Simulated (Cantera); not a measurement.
A closed system holds: 1 mol MgO, 1.5 mol CO, 4 mol H2, held at 6150 Torr.

Cantera equilibrium calculation (NASA polynomials, part measured and part estimated; ideal gas, pure solids and liquids). Candidate condensed phases: C, C6H6, C7H8, C8H18, H2O, Mg, MgCO3, MgO, Mg(OH)2; 116 gas species. Equilibrium is a limit: real reactors are often held back by kinetics, nucleation or transport.

**Question.** What share of the Mg ends up in condensed phases as a function of T (°C), at 1600, 1675, 1750, 1825, 1900, 1975, 2050, 2125, 2200, 2275?

**Answer.** 
```
T (°C)  Mg condensed (%)      as
------  ----------------  ------
1600                99.9  MgO(s)
1675                99.7  MgO(s)
1750                99.3  MgO(s)
1825                98.7  MgO(s)
1900                97.9  MgO(s)
1975                96.7  MgO(s)
2050                95.1  MgO(s)
2125                92.8  MgO(s)
2200                89.7  MgO(s)
2275                85.5  MgO(s)
```
